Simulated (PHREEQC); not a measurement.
Solution (70 °C): 0.019 mol HF and 1.9e-05 mol Na2SO4 per kg of water. It is in equilibrium with CO2 at log p = -3.5 (atm). Otherwise closed; pH follows from the charge balance.

All values are PHREEQC results (ion-association model, phreeqc.dat), not measurements.

This is a speciation only: nothing precipitates in the calculation.

**Question.** What pH does the model give?

**Answer.** pH 2.65.

**Question.** In which forms is S present?

**Answer.** SO4-2 64 %, HSO4- 36 % of the S.

At this temperature some constants are extrapolated from 25 °C, and those without enthalpy data are left unchanged.
